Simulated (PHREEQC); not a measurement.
A column of 0.1 m (30 cells, dispersivity 0.008 m, 3600 s a shift, diffusion coefficient 3e-10 m²/s) holds 0.045 eq of the database's cation exchanger X per kg of pore water, first in equilibrium with 0.00048 mol/kgw (NH4)2SO4 and 1e-05 mol/kgw HCl. It is flushed with 0.051 mol MgCl2 and 1e-05 mol HCl per kg of water, at 15 °C. Values are for the last cell. The system is closed to CO2. Nothing may precipitate in this run.

Base run: PHREEQC, ion-association model, phreeqc.dat. Each further column changes one thing. The table gives NH4 in solution (mol/kgw).

```csv
pore volumes,base,exchange capacity from 0.045 to 0.022 eq/kgw,dispersivity from 0.008 to 0.016 m
0,0.000960,0.000960,0.000960
0.4167,0.00272,0.00272,0.00810
0.8167,0.0385,0.0297,0.0398
1.117,0.0432,0.0192,0.0323
1.517,0.0234,0.00798,0.0193
1.917,0.0108,0.00299,0.0110
2.217,0.00585,0.00139,0.00714
2.617,0.00251,0.000494,0.00401
3.017,0.00106,0.000173,0.00225
```
